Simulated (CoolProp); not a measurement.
Properties of nitrous oxide at several states (Tc = 309.5 K, pc = 7245 kPa, ω = 0.161).

Model: reference Helmholtz-energy equation of state, Lemmon 2006, in CoolProp. It is a short technical equation, of lower accuracy than the large ones.

```tsv
T (K)	p (kPa)	phase	density (kg/m³)	cp (kJ/(kg K))	cv (kJ/(kg K))	speed of sound (m/s)	Joule-Thomson coefficient (K/MPa)
297.6	23.7	gas	0.4221	0.8776	0.6877	267.5	10.92
420.5	14700	supercritical	241.9	1.542	0.8764	294.1	3.715
391.4	37.8	gas	0.5117	0.9631	0.7734	303.2	5.895
```
